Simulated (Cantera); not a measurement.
Input: 1 mol Al, a varied amount of O2, 26 mol N2, held at 1750 °C and 1000 Pa.

Method: chemical equilibrium by Gibbs-energy minimisation in Cantera with the NASA 1993 tables (ideal gas, pure condensed phases). Candidate condensed phases: Al, AlN, Al2O3; 16 gas species. Kinetics and transport are ignored.

Problem. At 1.4 mol O2, list the 4 most abundant gas species with their mole fractions, and the condensed phases.

Solution. N2 0.974, O2 0.0223, NO 0.00295, O 0.00119. Condensed: Al2O3(s).
